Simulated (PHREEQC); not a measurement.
1 kg of water holding 30 mmol/kgw Na2CO3 meets 20 L of dry gas (O2 1 by moles) at fixed total pressure, at 30 atm; fugacities by Peng-Robinson. The gases take part in no redox reaction, some water evaporates into the gas, and hydrates or a liquid gas phase aren't modelled. Nothing may precipitate in this run.

Computed with PHREEQC (ion-association model, phreeqc.dat).

Predict dissolved O2 (mol/kgw) at T (°C) = 50, 60, 70, 90.


```json
[
 {"T (°C)": "50", "dissolved O2 (mol/kgw)": "0.0261"},
 {"T (°C)": "60", "dissolved O2 (mol/kgw)": "0.0241"},
 {"T (°C)": "70", "dissolved O2 (mol/kgw)": "0.0228"},
 {"T (°C)": "90", "dissolved O2 (mol/kgw)": "0.0213"}
]
```

Constants without temperature data keep their 25 °C values here.
